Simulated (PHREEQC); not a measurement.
Solution (25 °C): 3.95 mmol/kgw HCl, 0.0365 mmol/kgw ZnSO4 and 2.85 mmol/kgw Fe2(SO4)3. Closed to the air; pH follows from the charge balance.

Model: ion-association model, wateq4f.dat, run in PHREEQC.

Task: The ionic strength comes out as 0.0165 mol/kgw. What activity coefficients do HSO4-, Cl-, FeOH+2, Fe(SO4)2-, SO4-2 get?

Result: HSO4- 0.88, Cl- 0.88, FeOH+2 0.61, Fe(SO4)2- 0.88, SO4-2 0.61.

Precipitation was switched off in this run. Saturation is exceeded, for instance for Hematite (slow to form), Goethite (slow to form); the values hold only as long as no solid forms.
